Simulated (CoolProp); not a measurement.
Ammonia along the isobar 28600 kPa: Z from the reference equation and from simpler models built on Tc = 405.6 K, pc = 11360 kPa, ω = 0.256; each cubic takes its own stable root.

Model: reference Helmholtz-energy equation of state, Gao 2020, in CoolProp.

```tsv
T (K)	phase	reference
260.1	liquid	0.3352
271.1	liquid	0.3280
282	liquid	0.3217
293	liquid	0.3163
303.9	liquid	0.3118
314.9	liquid	0.3081
325.8	liquid	0.3053
336.8	liquid	0.3033
347.7	liquid	0.3022
358.7	liquid	0.3022
369.6	liquid	0.3032
```

**Question.** How far does each simpler model (van der Waals, Soave-Redlich-Kwong, Peng-Robinson) lie from the reference over these 11 states: mean and median of the absolute difference, and the worst?

**Answer.** 
- van der Waals: mean 79.0 %, median 79.6 %, worst +85.0 % at 260.1 K and 28600 kPa
- Soave-Redlich-Kwong: mean 26.1 %, median 25.8 %, worst +27.5 % at 369.6 K and 28600 kPa
- Peng-Robinson: mean 12.0 %, median 11.7 %, worst +13.6 % at 369.6 K and 28600 kPa
